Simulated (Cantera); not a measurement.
Cantera run, input and output.

```python
import numpy as np
import cantera as ct

gas = ct.Solution("gri30.yaml")
gas.TPX = 1173, 410000, {'CH4': 1, 'C2H6': 0.16, 'C3H8': 0.18, 'O2': 3.89, 'N2': 28.8, 'H2O': 1.6}
reactor = ct.IdealGasReactor(gas, energy="on", clone=False)
net = ct.ReactorNet([reactor])
net.rtol, net.atol = 1e-08, 1e-16
show = ['CH4', 'C2H6', 'C3H8', 'NO', 'C2H4']
times = np.geomspace(2e-06, 0.2, 10)

steps = ct.SolutionArray(gas, extra=["t"])
rows = []
print(f"{'t/s':>10s}{'T/K':>9s}{'P/Pa':>11s}" + "".join(f"{s:>11s}" for s in show))
for t in times:
    while net.time < t:
        t_next = net.step()
        steps.append(gas.state, t=t_next)
    rows.append([np.interp(t, steps.t, y) for y in (steps.T, steps.P, *steps(*show).X.T)])
    print(f"{t:10.3e}{rows[-1][0]:9.1f}{rows[-1][1]:11.4g}" + "".join(f"{x:11.3e}" for x in rows[-1][2:]))
rate = np.gradient(steps.T, steps.t)
print("integrator steps:", len(steps.t))
if steps.T.max() > steps.T[0] + 200:
    print(f"time of steepest temperature rise: {steps.t[rate.argmax()]:.4e} s")
gas.TPX = 1173, 410000, {'CH4': 1, 'C2H6': 0.16, 'C3H8': 0.18, 'O2': 3.89, 'N2': 28.8, 'H2O': 1.6}
gas.equilibrate("UV")
print(f"equilibrium (UV): T = {gas.T:.1f} K  " + "  ".join(f"{s} {gas[s].X[0]:.3e}" for s in show))
```

Result:

```
       t/s      T/K       P/Pa        CH4       C2H6       C3H8         NO       C2H4
 2.000e-06   1173.0    4.1e+05  2.807e-02  4.491e-03  5.052e-03  4.617e-21  1.729e-08
 7.188e-06   1173.0    4.1e+05  2.807e-02  4.491e-03  5.052e-03  4.829e-20  1.045e-07
 2.583e-05   1173.0    4.1e+05  2.807e-02  4.490e-03  5.051e-03  2.890e-19  4.749e-07
 9.283e-05   1173.0    4.1e+05  2.807e-02  4.490e-03  5.050e-03  2.595e-18  2.480e-06
 3.336e-04   1173.0    4.1e+05  2.806e-02  4.482e-03  5.037e-03  1.208e-16  2.467e-05
 1.199e-03   1174.8  4.108e+05  2.792e-02  4.365e-03  4.849e-03  9.131e-15  3.700e-04
 4.309e-03   2400.8  8.482e+05  2.108e-17  1.111e-32  1.401e-47  5.089e-04  9.567e-27
 1.549e-02   2393.8  8.457e+05  2.274e-17  1.242e-32  1.627e-47  3.167e-03  1.020e-26
 5.565e-02   2390.6  8.446e+05  2.358e-17  1.310e-32  1.749e-47  4.360e-03  1.053e-26
 2.000e-01   2390.5  8.446e+05  2.359e-17  1.311e-32  1.751e-47  4.375e-03  1.053e-26
integrator steps: 2091
time of steepest temperature rise: 3.1174e-03 s
equilibrium (UV): T = 2390.5 K  CH4 3.111e-17  C2H6 1.909e-32  C3H8 2.634e-47  NO 4.375e-03  C2H4 1.206e-26
```

Detailed kinetics in Cantera: GRI-Mech 3.0 (53 species, 325 reactions). GRI-Mech 3.0 was tuned for natural gas; its chemistry of propane as a main component is partial and can be far from experiment.
